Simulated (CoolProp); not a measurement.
Dimethyl ether along the isotherm 13.35 °C: density (kg/m³) from the reference equation and from simpler models built on Tc = 127.2 °C, pc = 53.37 bar, ω = 0.196; each cubic takes its own stable root.

Values from CoolProp's reference Helmholtz-energy equation of state, Wu 2011.

| p (bar) | phase | reference |
|---|---|---|
| 8.89 | liquid | 680.7 |
| 17.8 | liquid | 682.2 |
| 26.7 | liquid | 683.8 |
| 35.6 | liquid | 685.3 |
| 44.5 | liquid | 686.7 |
| 53.4 | liquid | 688.2 |
| 62.3 | liquid | 689.6 |
| 71.2 | liquid | 690.9 |
| 80 | liquid | 692.3 |
| 88.9 | liquid | 693.6 |
| 97.8 | liquid | 694.9 |
| 107 | liquid | 696.3 |
| 116 | liquid | 697.6 |
| 125 | liquid | 698.8 |
| 133 | liquid | 699.9 |

Q: How far does each simpler model (van der Waals, Redlich-Kwong, Soave-Redlich-Kwong) lie from the reference over these 15 states: mean and median of the absolute difference, and the worst?

A: 
- van der Waals: mean 41.1 %, median 37.1 %, worst -97.1 % at 13.35 °C and 8.89 bar
- Redlich-Kwong: mean 10.5 %, median 10.4 %, worst -11.6 % at 13.35 °C and 8.89 bar
- Soave-Redlich-Kwong: mean 8.2 %, median 8.2 %, worst -8.9 % at 13.35 °C and 8.89 bar

At some of these states van der Waals gives the other phase, because its saturation line lies elsewhere.
